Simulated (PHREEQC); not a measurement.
Solution (70 °C): 0.0039 mol/kgw ZnSO4, 0.00034 mol/kgw NiCl2 and 1 mol/kgw HCl. Closed to the air; pH follows from the charge balance.

Equilibrium calculation in PHREEQC: ion-association model, wateq4f.dat.

This is a speciation only: nothing precipitates in the calculation.

Q: Order these Ni species by the share of Ni that they hold, largest first: NiCl+, NiCl2, Ni+2.

A: Ni+2 (40 %), NiCl2 (34 %), NiCl+ (26 %)

The pH is 0.14 and the ionic strength 1.00 mol/kgw. The ionic strength is past about 0.7 mol/kgw, beyond the range of this activity model, so the values are rough. At this temperature some constants are extrapolated from 25 °C, and those without enthalpy data are left unchanged.
